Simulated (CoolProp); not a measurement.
Vapour pressure (kPa) of ethylene: the reference equation beside estimates from Tc = 9.2 °C, pc = 5042 kPa, ω = 0.087. Clausius-Clapeyron is anchored at -35.75 °C with a constant enthalpy of vaporisation of 9.698 kJ/mol.

The numbers come from the reference Helmholtz-energy equation of state, Smukala 2000 in CoolProp.

| T (°C) | reference | Lee-Kesler | Clausius-Clapeyron | Redlich-Kwong | Soave-Redlich-Kwong | Peng-Robinson |
|---|---|---|---|---|---|---|
| -49.45 | 1081 | 1082 | 1218 | 1157 | ? | 1081 |
| -44.85 | 1252 | 1253 | ? | 1337 | 1263 | 1252 |
| -40.35 | 1437 | 1437 | ? | 1531 | 1451 | 1438 |
| -35.75 | 1646 | 1645 | 1646 | 1748 | 1664 | ? |
| -31.15 | 1876 | 1875 | 1807 | 1985 | ? | 1880 |
| -26.65 | 2122 | 2120 | 1973 | 2238 | 2148 | 2129 |
| -22.05 | 2398 | 2395 | ? | 2517 | ? | 2407 |
| -17.45 | 2698 | 2695 | 2339 | 2818 | 2731 | 2710 |
| -12.95 | 3018 | 3015 | 2531 | 3136 | 3054 | 3033 |
| -8.35 | 3374 | 3370 | 2736 | 3484 | 3411 | 3391 |

### Question
Some entries are withheld; supply them.

### Answer

- -49.45, Soave-Redlich-Kwong: 1090
- -44.85, Clausius-Clapeyron: 1353
- -40.35, Clausius-Clapeyron: 1493
- -35.75, Peng-Robinson: 1648
- -31.15, Soave-Redlich-Kwong: 1897
- -22.05, Clausius-Clapeyron: 2152
- -22.05, Soave-Redlich-Kwong: 2427

Absolute difference from the reference over all 10 rows, mean and median: Lee-Kesler 0.1 and 0.1 %, Clausius-Clapeyron 9.4 and 9.2 %, Redlich-Kwong 5.4 and 5.6 %, Soave-Redlich-Kwong 1.1 and 1.1 %, Peng-Robinson 0.3 and 0.3 %.
